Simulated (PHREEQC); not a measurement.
Make-up at 50 °C: 0.019 mol LiOH and 0.022 mol (CH3)4NCl per kg of water. Closed to the air; pH follows from the charge balance.

Model: ion-association model, phreeqc.dat, run in PHREEQC.

The pH is 11.45 and the ionic strength is 0.0410 mol/kgw. The total alkalinity is 19.0 meq/kg.

```tsv
species	molality	activity	log γ
Cl-	0.0220	0.0180	-0.086
(CH3)4N+	0.0220	0.0181	-0.085
OH-	0.0190	0.0155	-0.088
Li+	0.0190	0.0159	-0.077
```

Precipitation was switched off in this run. Complexes and solids missing from the database can't appear. (CH3)4N+ isn't in the database: it is added as a free cation with an ion size of 4 Å. Away from 25 °C the constants follow the database's enthalpies or fits; those with neither stay at their 25 °C values.
